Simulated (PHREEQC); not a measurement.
A solution holds 0.0095 mol Cu(BF4)2, 0.0014 mol HBF4 and 0.0028 mol H3BO3 per kg of water, at 25 °C. Closed to the air; pH follows from the charge balance.

The numbers come from PHREEQC with the ion-association model, phreeqc.dat.

```
Property                  Result
----------------  --------------
pH                          2.68
ionic strength    0.0306 mol/kgw
total alkalinity    -62.6 meq/kg
```

```csv
species,molality,activity,log γ
BF4-,0.0175,0.0148,-0.071
Cu+2,0.00936,0.00508,-0.265
HF,0.00387,0.00390,0.003
H3BO3,0.00348,0.00351,0.003
H+,0.00237,0.00207,-0.059
BF3OH-,0.00165,0.00140,-0.071
F-,0.00149,0.00126,-0.074
BF2(OH)2-,0.000578,0.000490,-0.071
CuF+,0.000137,0.000116,-0.071
HF2-,2.22e-5,1.88e-5,-0.071
BF(OH)3-,2.07e-6,1.76e-6,-0.071
```

This is a speciation only: nothing precipitates in the calculation. Real BF4- forms and hydrolyses slowly; the run takes it at equilibrium.
